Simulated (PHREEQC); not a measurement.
A made-up water analysis in mg/L, 25 °C, pH 1.91, pe 10.6:

| constituent | mg/L |
|---|---|
| Na | 1100 |
| K | 30.4 |
| Ca | 183 |
| Mg | 11.4 |
| Cl | 770 |
| S(6) as SO4 | 3080 |
| Zn | 7.76 |

Valence states are taken as typed.

Equilibrium calculation in PHREEQC: ion-association model, phreeqc.dat.

### Question
The ionic strength comes out as 0.0911 mol/kgw. What activity coefficients do Na+, Ca+2, Mg+2, Cl-, ZnCl+ get?

### Answer
Na+ 0.79, Ca+2 0.40, Mg+2 0.42, Cl- 0.77, ZnCl+ 0.78.

This is a speciation only: nothing precipitates in the calculation.
